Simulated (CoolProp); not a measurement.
A single-stage vapour-compression cycle with C3F8 (R218): evaporating at 217.15 K (dew point), condensing at 262.15 K (bubble point), superheat 2 K, subcooling 0 K, compressor efficiency 0.65, no pressure losses. Each further row changes one setting.

The numbers come from the reference Helmholtz-energy equation of state, Lemmon 2006 in CoolProp. It is a short technical equation, of lower accuracy than the large ones.

| case | cooling COP | pressure ratio | discharge temperature (K) | refrigerating effect (kJ/kg) | volumetric capacity (kJ/m³) |
|---|---|---|---|---|---|
| as stated | 2.31 | 7.36 | 266.9 | 68.8 | 283 |
| evaporating temperature 222.15 K | 2.76 | 5.62 | 266.0 | 71.9 | 380 |
| condensing temperature 257.15 K | 2.73 | 6.13 | 262.4 | 74.0 | 304 |
| subcooling 5 K | 2.48 | 7.36 | 266.9 | 74.0 | 304 |
| superheat 12 K | 2.39 | 7.36 | 277.6 | 75.6 | 296 |
| compressor efficiency 0.55 | 1.95 | 7.36 | 273.7 | 68.8 | 283 |
